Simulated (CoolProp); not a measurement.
CF4 (R14) along the isotherm -14.15 °C: fugacity coefficient from the reference equation and from simpler models built on Tc = -45.8 °C, pc = 37.62 bar, ω = 0.178; each cubic takes its own stable root.

The numbers come from the reference Helmholtz-energy equation of state, Platzer 1990 in CoolProp. This equation is an older, rougher fit; its heat capacities, sound speeds and derivatives of the liquid may be far off and weren't checked against measurements.

```
p (bar)          phase  reference
-------  -------------  ---------
0.297              gas     0.9982
0.463              gas     0.9972
0.721              gas     0.9957
1.12               gas     0.9933
1.75               gas     0.9895
2.72               gas     0.9838
4.24               gas     0.9747
6.6                gas     0.9609
10.3               gas     0.9394
16                 gas     0.9068
24.9               gas     0.8573
38.8     supercritical     0.7829
60.4     supercritical     0.6738
94.1     supercritical     0.5403
```

Q: How far does each simpler model (Soave-Redlich-Kwong, Peng-Robinson) lie from the reference over these 14 states: mean and median of the absolute difference, and the worst?

A: 
- Soave-Redlich-Kwong: mean 0.4 %, median 0.1 %, worst +2.8 % at -14.15 °C and 94.1 bar
- Peng-Robinson: mean 1.0 %, median 0.4 %, worst -3.5 % at -14.15 °C and 60.4 bar
